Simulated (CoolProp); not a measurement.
A single-stage vapour-compression cycle with the fluid: evaporating at 287.15 K (dew point), condensing at 325.15 K (bubble point), superheat 0 K, subcooling 2 K, compressor efficiency 0.65, no pressure losses. The same conditions are run with several fluids, on thermodynamics alone (safety and materials aside).

Model: reference Helmholtz-energy equation of state of each fluid (n-butane: Bücker 2006; n-pentane: Thol 2019; R21: Platzer 1990; R245ca: Zhou 2016; R124: de Vries 1995; R404A: Lemmon 2003), in CoolProp. The equations of Platzer and Polt are older, rougher fits. Blends and air are pseudo-pure fits.

| fluid | cooling COP | pressure ratio | discharge temperature (K) | refrigerating effect (kJ/kg) | volumetric capacity (kJ/m³) |
|---|---|---|---|---|---|
| n-butane | 4.17 | 3.07 | 332.0 | 283 | 1250 |
| n-pentane | 4.27 | 3.80 | 329.8 | 290 | 401 |
| R21 | 4.40 | 3.41 | 364.4 | 198 | 1100 |
| R245ca | 4.23 | 4.00 | 332.3 | 160 | 595 |
| R124 | 4.04 | 3.04 | 332.9 | 111 | 1860 |
| R404A | 3.37 | 2.64 | 337.4 | 95.0 | 4470 |
